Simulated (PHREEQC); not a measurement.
Spent oxide etchant

Solution (25 °C): 0.0053 mol/kgw HF, 0.00071 mol/kgw (NH4)2SiF6, 0.013 mol/kgw H3BO3 and 0.00021 mol/kgw HCl. Closed to the air; pH follows from the charge balance.

Computed with PHREEQC (ion-association model, wateq4f.dat).

Precipitation was switched off in this run.

Question: Estimate the pH, ionic strength.

Answer: pH 2.81; ionic strength 0.00332 mol/kgw.

Question: In which forms is B present?

Answer: H3BO3 87 %, BF4- 8.7 %, BF3OH- 2.3 %, BF2(OH)2- 2.2 % of the B.

Examples of supersaturated solids here: Quartz (slow to form), Chalcedony (slow to form). Others may be too. SiF6-2 is the database's only silicon fluoride. Real BF4- forms and hydrolyses slowly; the run takes it at equilibrium.
